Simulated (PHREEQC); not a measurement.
Dissolve 0.0069 mol CaCl2 and 0.0027 mol Na2SO4 per kg of water at 25 °C. Closed to the air; pH follows from the charge balance.

Computed with PHREEQC (ion-association model, wateq4f.dat).

Each row changes one thing in this solution. Precipitation was switched off in this run.

```csv
case,ionic strength (mol/kgw),Ca+2 (mol/kgw),SO4-2 (mol/kgw),CaSO4 (mol/kgw),NaSO4- (mol/kgw),HSO4- (mol/kgw),SI of Gypsum (CaSO4:2H2O),SI of Halite (NaCl)
as made,0.0258,0.00617,0.00194,0.000727,2.86e-5,1.20e-8,-0.86,-5.85
CaCl2 from 0.0069 to 0.00621 mol/kgw,0.0239,0.00552,0.00198,0.000687,2.97e-5,1.23e-8,-0.88,-5.89
Na2SO4 from 0.0027 to 0.0135 mol/kgw,0.0513,…,…,0.00215,…,4.95e-8,-0.38,-5.20
diluted 5-fold with water,0.00549,0.00131,0.000472,6.65e-5,1.86e-6,3.62e-9,-1.90,-7.18
Na2SO4 from 0.0027 to 0.00405 mol/kgw,0.0287,0.00589,0.00298,0.00101,6.39e-5,1.76e-8,-0.71,-5.68
diluted 100-fold with water,0.000287,6.87e-5,2.67e-5,3.13e-7,6.68e-9,2.45e-10,-4.22,-9.73
temperature from 25 to 40 °C,0.0256,0.00612,0.00189,0.000779,3.00e-5,2.66e-8,-0.87,-5.88
CaCl2 from 0.0069 to 0.00138 mol/kgw,0.0112,…,0.00242,0.000237,…,1.62e-8,-1.34,-6.51
CaCl2 from 0.0069 to 0.00345 mol/kgw,0.0165,0.00297,0.00218,0.000479,3.55e-5,1.41e-8,-1.04,-6.13
```

What belongs in the gaps?


- Na2SO4 from 0.0027 to 0.0135 mol/kgw, Ca+2 (mol/kgw): 0.00475
- Na2SO4 from 0.0027 to 0.0135 mol/kgw, SO4-2 (mol/kgw): 0.0107
- Na2SO4 from 0.0027 to 0.0135 mol/kgw, NaSO4- (mol/kgw): 0.000644
- CaCl2 from 0.0069 to 0.00138 mol/kgw, Ca+2 (mol/kgw): 0.00114
- CaCl2 from 0.0069 to 0.00138 mol/kgw, NaSO4- (mol/kgw): 4.24e-5

Constants without temperature data keep their 25 °C values here.
